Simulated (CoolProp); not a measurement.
A single-stage vapour-compression cycle with R113: evaporating at 317.15 K (dew point), condensing at 387.15 K (bubble point), superheat 0 K, subcooling 2 K, compressor efficiency 0.7, no pressure losses. Each further row changes one setting.

The numbers come from the reference Helmholtz-energy equation of state, Marx 1992 in CoolProp.

```json
[
 {"case": "as stated", "cooling COP": "2.16", "pressure ratio": "6.67", "discharge temperature (K)": "387.1", "refrigerating effect (kJ/kg)": "78.9", "volumetric capacity (kJ/m³)": "524"},
 {"case": "evaporating temperature 322.15 K", "cooling COP": "2.45", "pressure ratio": "[?]", "discharge temperature (K)": "387.1", "refrigerating effect (kJ/kg)": "[?]", "volumetric capacity (kJ/m³)": "636"},
 {"case": "condensing temperature 382.15 K", "cooling COP": "2.44", "pressure ratio": "[?]", "discharge temperature (K)": "382.1", "refrigerating effect (kJ/kg)": "84.0", "volumetric capacity (kJ/m³)": "557"},
 {"case": "subcooling 7 K", "cooling COP": "2.30", "pressure ratio": "6.67", "discharge temperature (K)": "387.1", "refrigerating effect (kJ/kg)": "84.0", "volumetric capacity (kJ/m³)": "557"},
 {"case": "superheat 10 K", "cooling COP": "[?]", "pressure ratio": "6.67", "discharge temperature (K)": "[?]", "refrigerating effect (kJ/kg)": "85.8", "volumetric capacity (kJ/m³)": "550"},
 {"case": "compressor efficiency 0.6", "cooling COP": "1.85", "pressure ratio": "6.67", "discharge temperature (K)": "387.2", "refrigerating effect (kJ/kg)": "78.9", "volumetric capacity (kJ/m³)": "524"}
]
```

Q: What belongs in the gaps?

A: 
- evaporating temperature 322.15 K, pressure ratio: 5.64
- evaporating temperature 322.15 K, refrigerating effect (kJ/kg): 82.0
- condensing temperature 382.15 K, pressure ratio: 5.97
- superheat 10 K, cooling COP: 2.23
- superheat 10 K, discharge temperature (K): 390.7

The compression ends wet for: as stated; evaporating temperature 322.15 K; condensing temperature 382.15 K; subcooling 7 K.
